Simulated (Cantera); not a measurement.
## Equilibrium for nitride etching: TiN + HCl + N2 + O2

Feed: 1 mol TiN, 1.1 mol HCl, 2.5 mol N2, 13 mol O2, equilibrated at 1500 K and 0.100 bar.

Method: chemical equilibrium by Gibbs-energy minimisation in Cantera with the NASA 1993 tables (ideal gas, pure condensed phases). Candidate condensed phases: H2O, NH4Cl, Ti, TiCl2, TiCl3, TiCl4, TiN, TiO, TiO2, Ti2O3, Ti3O5, Ti4O7; 38 gas species. Rates play no part.

* **x(O2)**: 0.740
* **x(N2)**: 0.186
* **x(HCl)**: 0.0523
* **x(Cl)**: 0.01000
* **x(H2O)**: 0.00793
* **x(Cl2)**: 0.00293
* **x(NO)**: 0.00111
* **x(ClO)**: 6.69e-5
* **x(OH)**: 5.37e-5
* **n(TiO2(rutile))**: 1.00 mol
* **gas amount**: 16.12 mol
* **log10 activity of Ti4O7(s) (absent)**: -6.95
* **log10 activity of Ti3O5(s) (absent)**: -7.10
* **log10 activity of Ti2O3(s) (absent)**: -7.61
